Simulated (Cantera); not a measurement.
A closed system holds: 1 mol N2O, 0.36 mol H2O, 0.062 mol H2, held at 1750 °C and 150000 Pa.

Cantera equilibrium calculation (NASA polynomials, part measured and part estimated; ideal gas, pure solids and liquids). Candidate condensed phases: H2O; 24 gas species. Rates play no part.

Base state: N2 0.525, O2 0.243, H2O 0.221, NO 0.00716, OH 0.00319, O 0.000321, H2 0.000126, H 1.74e-5 (mole fractions); condensed: gas only.

What changes in the equilibrium state with this change: pressure from 150000 Pa to 5900 Pa?


```
species    before     after
-------  --------  --------
N2          0.525     0.524
O2          0.243     0.241
H2O         0.221     0.218
OH        0.00319   0.00711
H         1.74e-5  0.000196
NO2       1.58e-5   3.10e-6
O        0.000321   0.00161
H2       0.000126  0.000627
NO        0.00716   0.00713
```

What changes in the equilibrium state with this change: H2O from 0.36 to 0.045 mol?


| species | before | after |
|---|---|---|
| N2 | 0.525 | 0.630 |
| O2 | 0.243 | 0.292 |
| H2O | 0.221 | 0.0669 |
| H2 | 0.000126 | 3.46e-5 |
| H | 1.74e-5 | 9.14e-6 |
| OH | 0.00319 | 0.00184 |
| NO2 | 1.58e-5 | 2.08e-5 |
| NO | 0.00716 | 0.00861 |
